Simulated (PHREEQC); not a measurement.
Solution (25 °C): 96 mmol/kgw NaOH and 0.066 mmol/kgw H3BO3. Closed to the air; pH follows from the charge balance.

Computed with PHREEQC (ion-association model, phreeqc.dat).

```json
{
 "pH": "12.86",
 "ionic_strength": "0.0960 mol/kgw",
 "specific_conductance": "19900 µS/cm",
 "density": "1.001 g/cm³",
 "total_alkalinity": "96.0 meq/kg"
}
```

```tsv
species	molality	activity	log γ
Na+	0.0960	0.0756	-0.104
OH-	0.0959	0.0734	-0.117
H2BO3-	6.60e-5	5.17e-5	-0.106
H3BO3	1.21e-8	1.24e-8	0.010
```

This is a speciation only: nothing precipitates in the calculation. Complexes and solids missing from the database can't appear.
